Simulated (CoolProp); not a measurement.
The numbers come from the reference Helmholtz-energy equation of state, Thol 2014 in CoolProp.

**Question.** Give the vapour pressure (bar), liquid density (kg/m³), vapour density (kg/m³), liquid cp (kJ/(kg K)) of saturated diethyl ether at 56.85, 61.35, 65.95 °C.

**Answer.** 
```
T (°C)  p (bar)  liquid density (kg/m³)  vapour density (kg/m³)  liquid cp (kJ/(kg K))
------  -------  ----------------------  ----------------------  ---------------------
56.85      2.11                     669                    6.16                   2.45
61.35      2.41                     663                    7.00                   2.47
65.95      2.75                     657                    7.95                   2.49
```
